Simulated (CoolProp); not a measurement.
Vapour-liquid equilibrium of R143a (1) + isobutane (2) at 1.39 bar; x and y are mole fractions of (1).

The numbers come from the multi-fluid Helmholtz-energy mixture model, Lemmon and Jacobsen 2000 and Bücker 2006; pair parameters Bell 2016 in CoolProp.

| x | bubble temperature (K) | y at the bubble point | dew temperature at overall composition x (K) | liquid density (mol/L) |
|---|---|---|---|---|
| 0.05 | 256.7 | 0.410 | 268.4 | 10.38 |
| 0.15 | 244.3 | 0.675 | 265.5 | 10.79 |
| 0.25 | 239.5 | 0.755 | 262.4 | 11.09 |
| 0.35 | 237.2 | 0.789 | 258.9 | 11.35 |
| 0.45 | 236.1 | 0.809 | 255.1 | 11.61 |
| 0.55 | 235.3 | 0.825 | 250.8 | 11.90 |
| 0.65 | 234.6 | 0.842 | 245.7 | 12.22 |
| 0.75 | 234.0 | 0.864 | 239.8 | 12.57 |
| 0.85 | 233.3 | 0.899 | 234.3 | 12.97 |
| 0.95 | 232.9 | 0.956 | 232.9 | 13.41 |

No azeotrope shows between x = 0.05 and 0.95.

Pair parameters are fitted to limited data, so mixtures are less certain than the pure fluids. With so large a gap from Raoult's law the liquid may split in two, which this calculation doesn't test in full.
